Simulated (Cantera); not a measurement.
**Equilibrium for metals in furnace atmospheres: Cu + CO2 + N2**

Feed: 1 mol Cu, 0.56 mol CO2, 1.2 mol N2, held at 848 K and 1.33 mbar.

Equilibrium computed with Cantera from the NASA thermochemical tables; the gas is ideal and each condensed phase is pure. Candidate condensed phases: C, Cu, CuO, Cu2O; 27 gas species. Equilibrium is a limit: real reactors are often held back by kinetics, nucleation or transport.

```yaml
x(N2): 0.682
x(CO2): 0.318
n(Cu(s)): 1.000 mol
gas_amount: 1.760 mol
log10 activity of C(graphite) (absent): -14.61
```
